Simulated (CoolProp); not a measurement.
Computed with CoolProp (reference Helmholtz-energy equation of state, Wagner 2002).

### Question
Give the vapour pressure (MPa), liquid density (kg/m³), enthalpy of vaporisation (kJ/kg), liquid viscosity (µPa s) of saturated water at 397, 407.1, 447.6 K.

### Answer
```json
[
 {"T (K)": "397", "p (MPa)": "0.224", "liquid density (kg/m³)": "940", "enthalpy of vaporisation (kJ/kg)": "2190", "liquid viscosity (µPa s)": "224"},
 {"T (K)": "407.1", "p (MPa)": "0.304", "liquid density (kg/m³)": "931", "enthalpy of vaporisation (kJ/kg)": "2160", "liquid viscosity (µPa s)": "206"},
 {"T (K)": "447.6", "p (MPa)": "0.881", "liquid density (kg/m³)": "893", "enthalpy of vaporisation (kJ/kg)": "2030", "liquid viscosity (µPa s)": "155"}
]
```

Viscosity comes from a separate model (Huber 2009).
